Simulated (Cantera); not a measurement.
Charge: 1 mol SiCl4, 9.1 mol H2, 1.1 mol Cl2, at 1450 K and 13300 Pa.

These are equilibrium values from Cantera (NASA tables, ideal gas, pure condensed phases), not measurements of a reactor. The tables' values for SiCl3 are old estimates; treat these amounts as uncertain. The numbers say what is thermodynamically allowed, not how fast it happens.

| species | before | after |
|---|---|---|
| H2 | 0.632 | 0.713 |
| HCl | 0.282 | 0.198 |
| SiCl4 | 0.0271 | 0.0881 |
| SiCl2 | 0.0364 | 2.18e-7 |
| SiCl3 | 0.0164 | 2.19e-5 |
| H | 2.06e-5 | <1e-9 |
| SiH2Cl2 | 0.000156 | 1.43e-6 |
| SiHCl3 | 0.00522 | 0.00113 |
Gas species are given as mole fractions.

Task: What was changed between the two runs?
(A) temperature from 1450 K to 923 K
(B) pressure from 13300 Pa to 100000 Pa
(C) temperature from 1450 K to 1073.15 K
(D) pressure from 13300 Pa to 210000 Pa

Result: A, temperature from 1450 K to 923 K
